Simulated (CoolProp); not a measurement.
Vapour-liquid equilibrium of carbon dioxide (1) + ethane (2) at 235.1 K; x and y are mole fractions of (1).

Values from CoolProp's multi-fluid Helmholtz-energy mixture model, Span 1996 and Bücker 2006; pair parameters Kunz 2012.

| x | bubble pressure, mixture model (kPa) | bubble pressure, Raoult's law (kPa) | y, mixture model | y, Raoult's law |
|---|---|---|---|---|
| 0.05 | 918.0 | 840.8 | 0.126 | 0.064 |
| 0.2 | 1126 | 878.3 | 0.361 | 0.246 |
| 0.35 | 1251 | 915.9 | 0.492 | 0.412 |
| 0.5 | 1314 | 953.4 | 0.578 | 0.566 |
| 0.65 | 1332 | 991.0 | 0.647 | 0.707 |
| 0.8 | 1306 | 1029 | 0.726 | 0.839 |
| 0.95 | 1177 | 1066 | 0.887 | 0.961 |

The largest gap from Raoult's law is +37.8 % in bubble pressure, at x = 0.5. y crosses x between x = 0.5 and 0.65: the model has an azeotrope there.

The pair parameters rest on a limited set of measurements; away from them the model extrapolates.
